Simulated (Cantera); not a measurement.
An adiabatic, constant-volume homogeneous reactor starts with CH₄ : O₂ : N₂ = 1 : 1.67 : 6.27 (molar parts), equivalence ratio 1.2, at 1475 K and 1700000 Pa.

Detailed kinetics in Cantera: GRI-Mech 3.0 (53 species, 325 reactions). The pressure lies above the range GRI-Mech 3.0 was tuned for (to about 10 atm). Above 3000 K some thermodynamic fits are extrapolated.

x: mole fraction; the columns are a selection and need not sum to one.

| t (s) | T (K) | P (bar) | x CH₄ | x O₂ | x H | x NO₂ | x CO₂ | x CO | x HCO |
|---|---|---|---|---|---|---|---|---|---|
| 4.00e-6 | 1475 | 17.0 | 0.112 | 0.187 | 8.75e-9 | <1e-12 | 2.89e-10 | 7.63e-9 | 1.56e-11 |
| 9.57e-6 | 1475 | 17.0 | 0.112 | 0.187 | 2.59e-8 | <1e-12 | 7.35e-9 | 1.94e-7 | 1.88e-10 |
| 2.29e-5 | 1476 | 17.0 | 0.112 | 0.187 | 7.32e-8 | <1e-12 | 1.40e-7 | 5.54e-6 | ___ |
| 5.47e-5 | 1481 | 17.1 | 0.111 | 0.186 | 1.95e-7 | <1e-12 | 1.32e-6 | 9.86e-5 | ___ |
| 0.000131 | 1563 | 18.1 | 0.0978 | 0.176 | 4.29e-6 | 1.19e-11 | 0.000104 | 0.00408 | ___ |
| 0.000313 | 3177 | 38.8 | 6.08e-12 | 0.00471 | 0.00752 | 3.85e-6 | 0.0434 | 0.0621 | 1.17e-6 |
| 0.000748 | 3177 | 38.8 | 6.08e-12 | 0.00471 | 0.00752 | 3.85e-6 | 0.0434 | 0.0621 | 1.17e-6 |
| 0.00179 | 3177 | 38.8 | 6.08e-12 | 0.00471 | 0.00752 | 3.85e-6 | 0.0434 | 0.0621 | 1.17e-6 |
| 0.00428 | 3177 | 38.8 | 6.08e-12 | 0.00471 | 0.00752 | 3.85e-6 | 0.0434 | 0.0621 | 1.17e-6 |
| 0.0102 | 3177 | 38.8 | 6.08e-12 | 0.00471 | 0.00752 | 3.85e-6 | 0.0434 | 0.0621 | 1.17e-6 |
| 0.0245 | 3177 | 38.8 | 6.08e-12 | 0.00471 | 0.00752 | 3.85e-6 | 0.0434 | 0.0621 | 1.17e-6 |
| 0.0585 | 3177 | 38.8 | 6.08e-12 | 0.00471 | 0.00752 | 3.85e-6 | 0.0434 | 0.0621 | 1.17e-6 |
| 0.140 | 3177 | 38.8 | 6.08e-12 | 0.00471 | 0.00752 | 3.85e-6 | 0.0434 | 0.0621 | 1.17e-6 |
| 0.335 | 3177 | 38.8 | 6.08e-12 | 0.00471 | 0.00752 | 3.85e-6 | 0.0434 | 0.0621 | 1.17e-6 |
| 0.800 | 3177 | 38.8 | 6.08e-12 | 0.00471 | 0.00752 | 3.85e-6 | 0.0434 | 0.0621 | 1.17e-6 |

Q: What belongs in the gaps?

A: 
- 2.29e-5, x HCO: 2.21e-9
- 5.47e-5, x HCO: 1.54e-8
- 0.000131, x HCO: 7.24e-7
